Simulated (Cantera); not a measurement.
**Premixed flame**

A freely propagating, adiabatic, planar premixed flame of 8.80 % CH₄, 16.0 % O₂, 60.2 % N₂, 15.0 % H₂O, unburnt at 350 K and 1.70 bar; mixture-averaged transport, grid criteria slope 0.08 and curve 0.16, no radiation.

Model: GRI-Mech 3.0 (53 species, 325 reactions), integrated in Cantera. Burning velocities carry a grid error of a few per cent, more on coarse grids.

```tsv
z (mm)	T (K)	u (m/s)	x CH₄	x O₂	x H₂O	x HCO	x C₂H₂	x C₂H
-1.72	350	0.174	0.0879	0.160	0.150	<1e-8	1.32e-8	<1e-8
-1.14	356	0.177	0.0873	0.159	0.150	<1e-8	2.26e-7	<1e-8
-0.858	376	0.187	0.0859	0.158	0.152	<1e-8	1.39e-6	<1e-8
-0.572	495	0.248	0.0788	0.149	0.165	<1e-8	1.24e-5	<1e-8
-0.286	967	0.491	0.0510	0.108	0.213	4.24e-8	9.37e-5	<1e-8
-0.143	1352	0.690	0.0265	0.0691	0.250	1.50e-6	0.000204	<1e-8
0	1705	0.871	0.00463	0.0269	0.284	7.20e-6	0.000326	1.06e-7
0.143	1836	0.933	0.000128	0.00799	0.296	1.29e-6	3.46e-5	4.92e-8
0.286	1877	0.950	2.14e-6	0.00385	0.298	6.20e-8	9.94e-7	<1e-8
0.572	1916	0.967	<1e-8	0.00192	0.300	2.09e-8	<1e-8	<1e-8
1.14	1947	0.982	<1e-8	0.000831	0.303	1.14e-8	<1e-8	<1e-8
2.29	1965	0.990	<1e-8	0.000278	0.305	<1e-8	<1e-8	<1e-8
4.58	1974	0.994	<1e-8	7.72e-5	0.306	<1e-8	<1e-8	<1e-8
```
x: mole fraction of selected species; z is measured from the peak of heat release.

```yaml
laminar_burning_velocity: 17.3 cm/s
thermal_thickness: 0.572 mm
peak x(HCO): 7.25e-6
peak x(C₂H₂): 0.000341
peak x(C₂H): 1.54e-7
grid_points: 136
```
